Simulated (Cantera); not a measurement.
Cantera run, input and output.

```python
import numpy as np
import cantera as ct

surf = ct.Interface("diamond.yaml", "diamond_100")
gas, bulk = surf.adjacent["gas"], surf.adjacent["diamond"]
k = surf.kinetics_species_index(bulk.species_names[0])
cover = ["c6HH", "c6H*", "c6*H", "c6**", "c6HM", "c6B"]

rows, drift = [], 0.0
print(f"{'xCH3':>10s}{'um/h':>11s}" + "".join(f"{s:>11s}" for s in cover))
for v in [1e-06, 2.2e-06, 5e-06, 1.1e-05, 2.5e-05, 5.5e-05, 0.00012, 0.00028, 0.00062]:
    T, P, xH, xCH3 = 1075, 3100, 0.0025, v
    gas.TPX = T, P, {"H": xH, "CH3": xCH3, "CH4": 0.006, "H2": 1 - xH - xCH3 - 0.006}
    surf.TP = bulk.TP = T, P
    surf.coverages = "c6H*:0.1, c6HH:0.9"
    surf.advance_coverages(100.0)
    before = surf.coverages
    surf.advance_coverages(100.0)
    drift = max(drift, np.max(np.abs(surf.coverages - before) / (surf.coverages + 1e-9)))
    rate = surf.net_production_rates[k] * bulk.mean_molecular_weight / bulk.density * 3.6e9
    rows.append([rate, *surf[cover].coverages])
    print(f"{v:10.4g}{rate:11.4e}" + "".join(f"{x:11.3e}" for x in rows[-1][1:]))
```

It prints:

```
      xCH3       um/h       c6HH       c6H*       c6*H       c6**       c6HM        c6B
     1e-06 1.3254e-02  5.347e-01  2.527e-02  4.248e-01  1.516e-02  9.340e-05  3.597e-11
   2.2e-06 2.9152e-02  5.346e-01  2.526e-02  4.247e-01  1.516e-02  2.054e-04  7.911e-11
     5e-06 6.6221e-02  5.344e-01  2.525e-02  4.245e-01  1.515e-02  4.667e-04  1.797e-10
   1.1e-05 1.4553e-01  5.340e-01  2.523e-02  4.241e-01  1.512e-02  1.026e-03  3.949e-10
   2.5e-05 3.2992e-01  5.330e-01  2.518e-02  4.233e-01  1.507e-02  2.325e-03  8.953e-10
   5.5e-05 7.2195e-01  5.308e-01  2.507e-02  4.215e-01  1.497e-02  5.089e-03  1.959e-09
   0.00012 1.5572e+00  5.263e-01  2.485e-02  4.177e-01  1.474e-02  1.098e-02  4.225e-09
   0.00028 3.5342e+00  5.156e-01  2.431e-02  4.086e-01  1.421e-02  2.493e-02  9.590e-09
   0.00062 7.3984e+00  4.947e-01  2.325e-02  3.908e-01  1.318e-02  5.225e-02  2.008e-08
```

Model: the Harris–Goodwin 1993 mechanism for the reconstructed diamond (100) surface, integrated in Cantera.
